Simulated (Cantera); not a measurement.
## Thermodynamics of boron, boron nitride and boron oxide, feed B2O3 + NH3 + N2 + O2

A closed system holds: 1 mol B2O3, 0.2 mol NH3, 9.7 mol N2, 6.6 mol O2, equilibrated at 99.0 mbar.

Method: chemical equilibrium by Gibbs-energy minimisation in Cantera with the NASA 1993 tables (ideal gas, pure condensed phases). Candidate condensed phases: B, BN, B2O3, B3O3H3, H2O; 39 gas species. Gases not in the tables: H3BO3. Equilibrium is a limit: real reactors are often held back by kinetics, nucleation or transport.

From 1300 K to 1650 K the condensed part is B2O3(l). The share of B in condensed phases is highest at 1300 K (98.9 %) and lowest at 1650 K (75.6 %).

```json
[
 {"T (K)": "1300", "x N2": "0.592", "x O2": "0.389", "x HBO2": "0.00129", "x H2O": "0.0175", "x B2O3": "1.88e-6", "x NO": "0.000467", "x BO2": "8.51e-7", "n B2O3(l)": "0.989"},
 {"T (K)": "1350", "x N2": "0.591", "x O2": "0.389", "x HBO2": "0.00227", "x H2O": "0.0170", "x B2O3": "7.10e-6", "x NO": "0.000638", "x BO2": "2.63e-6", "n B2O3(l)": "0.981"},
 {"T (K)": "1400", "x N2": "0.591", "x O2": "0.389", "x HBO2": "0.00378", "x H2O": "0.0162", "x B2O3": "2.43e-5", "x NO": "0.000853", "x BO2": "7.49e-6", "n B2O3(l)": "0.968"},
 {"T (K)": "1450", "x N2": "0.590", "x O2": "0.388", "x HBO2": "0.00598", "x H2O": "0.0151", "x B2O3": "7.59e-5", "x NO": "0.00112", "x BO2": "1.98e-5", "n B2O3(l)": "0.949"},
 {"T (K)": "1500", "x N2": "0.589", "x O2": "0.387", "x HBO2": "0.00896", "x H2O": "0.0135", "x B2O3": "0.000219", "x NO": "0.00144", "x BO2": "4.89e-5", "n B2O3(l)": "0.921"},
 {"T (K)": "1550", "x N2": "0.587", "x O2": "0.386", "x HBO2": "0.0127", "x H2O": "0.0116", "x B2O3": "0.000589", "x NO": "0.00181", "x BO2": "0.000114", "n B2O3(l)": "0.883"},
 {"T (K)": "1600", "x N2": "0.585", "x O2": "0.385", "x HBO2": "0.0170", "x H2O": "0.00936", "x B2O3": "0.00148", "x NO": "0.00226", "x BO2": "0.000251", "n B2O3(l)": "0.831"},
 {"T (K)": "1650", "x N2": "0.582", "x O2": "0.382", "x HBO2": "0.0215", "x H2O": "0.00705", "x B2O3": "0.00351", "x NO": "0.00276", "x BO2": "0.000525", "n B2O3(l)": "0.756"}
]
```
x: gas mole fraction; n: condensed amount in mol.
